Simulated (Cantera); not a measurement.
A closed system holds: 1 mol SiH4, 0.02 mol C2H2, 2.7 mol H2, at 1352 °C and 170 Pa.

Cantera equilibrium calculation (NASA polynomials, part measured and part estimated; ideal gas, pure solids and liquids). Candidate condensed phases: C, C6H6, C7H8, C8H18, Si, SiC; 87 gas species. Mutual solubility and eutectic melting of coexisting phases are not modelled. The numbers say what is thermodynamically allowed, not how fast it happens.

Base state: H2 0.998, H 0.00171, Si 9.58e-5 (mole fractions); condensed: Si(s) + SiC(s).

What changes in the equilibrium state with this change: pressure from 170 Pa to 9300 Pa?


```csv
species,before,after
H2,0.998,1.000
H,0.00171,0.000231
Si,9.58e-5,1.75e-6
"Si(s), mol",0.959,0.960
"SiC(s), mol",0.0400,0.0400
```
